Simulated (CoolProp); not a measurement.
Values from CoolProp's reference Helmholtz-energy equation of state, Jacobsen 1992.

Q: Give the vapour pressure (MPa), liquid density (kg/m³), vapour density (kg/m³), liquid viscosity (µPa s) of saturated R11 at 338.4 K.

A: 
```json
[
 {"T (K)": "338.4", "p (MPa)": "0.361", "liquid density (kg/m³)": "1380", "vapour density (kg/m³)": "19.3", "liquid viscosity (µPa s)": "298"}
]
```

Viscosity comes from a separate model (Klein 1997), an estimate that may be off by 10 % or more.
